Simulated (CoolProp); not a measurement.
Model: reference Helmholtz-energy equation of state, Kamei 1995, in CoolProp.

Q: For R22, give the phase and the density (kg/m³), cp (kJ/(kg K)), conductivity (mW/(m K)) at 327.1 K and 5.34 MPa; 365.6 K and 5.34 MPa; 378.5 K and 5.34 MPa.

A: 
- 327.1 K and 5.34 MPa: liquid; density 1100, cp 1.34, conductivity 75.2
- 365.6 K and 5.34 MPa: liquid; density 821, cp 2.53, conductivity 54.7
- 378.5 K and 5.34 MPa: supercritical; density 310, cp 3.11, conductivity 32.5

Thermal conductivity comes from a separate model (McLinden 2000), an estimate that may be off by 10 % or more.
